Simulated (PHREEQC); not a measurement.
Make-up at 88 °C and 500 atm: 1.6 mmol/kgw HF, 2.5 mmol/kgw H2SiF6, 1.9 mmol/kgw H3PO4 and 58 mmol/kgw HNO3. Closed to the air; pH follows from the charge balance.

Equilibrium calculation in PHREEQC: ion-association model, phreeqc.dat.

```json
{
  "pH": "1.31",
  "ionic_strength": "0.0585 mol/kgw",
  "specific_conductance": "55500 µS/cm",
  "density": "0.990 g/cm³",
  "total_alkalinity": "-76.5 meq/kg"
}
```

```tsv
species	molality	activity	log γ
H+	0.0584	0.0487	-0.079
NO3-	0.0580	0.0451	-0.110
HF	0.0162	0.0164	0.006
H4SiO4	0.00246	0.00249	0.006
H3PO4	0.00169	0.00171	0.006
H2PO4-	0.000209	0.000168	-0.095
F-	0.000107	8.36e-5	-0.106
SiF6-2	4.29e-5	1.76e-5	-0.387
HF2-	6.15e-6	4.88e-6	-0.100
```

This is a speciation only: nothing precipitates in the calculation. Saturation is exceeded, for instance for Quartz (slow to form), Chalcedony (slow to form); the values hold only as long as no solid forms. Under pressure, the constants of complexes without a molar volume in the database are unreliable. Constants without temperature data keep their 25 °C values here. SiF6-2 is the database's only silicon fluoride.
